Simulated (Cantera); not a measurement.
**Diamond growth**

A diamond (100) surface in a fixed gas of H2 with x(CH4) = 0.0078, x(CH3) = 0.0014, at 1300 K, 0.0158 atm; coverages are run to steady state.

Cantera simulation using the Harris–Goodwin 1993 mechanism for the reconstructed diamond (100) surface; the numbers are that mechanism's predictions, not measurements.

| x(H) | growth (µm/h) | θ c6HH | θ c6H* | θ c6*H | θ c6** | θ c6HM |
|---|---|---|---|---|---|---|
| 0.0001 | 0.0505 | 0.658 | 0.0286 | 0.305 | 0.00381 | 0.000395 |
| 0.00021 | 0.198 | 0.553 | 0.0369 | 0.394 | 0.00850 | 0.000528 |
| 0.00042 | 0.538 | 0.479 | 0.0424 | 0.453 | 0.0150 | 0.000649 |
| 0.00086 | 1.15 | 0.431 | 0.0458 | 0.489 | 0.0232 | 0.000775 |
| 0.0018 | 1.98 | 0.403 | 0.0476 | 0.509 | 0.0315 | 0.000900 |
| 0.0036 | 2.80 | 0.389 | 0.0485 | 0.518 | 0.0379 | 0.000991 |
| 0.0074 | 3.70 | 0.382 | 0.0489 | 0.522 | 0.0424 | 0.00104 |
| 0.015 | 4.82 | 0.378 | 0.0491 | 0.525 | 0.0450 | 0.00105 |
| 0.031 | 6.62 | 0.376 | 0.0493 | 0.526 | 0.0465 | 0.00101 |
θ: site fractions in the mechanism's names (c6HH fully hydrogenated, c6H* and c6*H radical sites, c6** diradical, c6HM methylated).
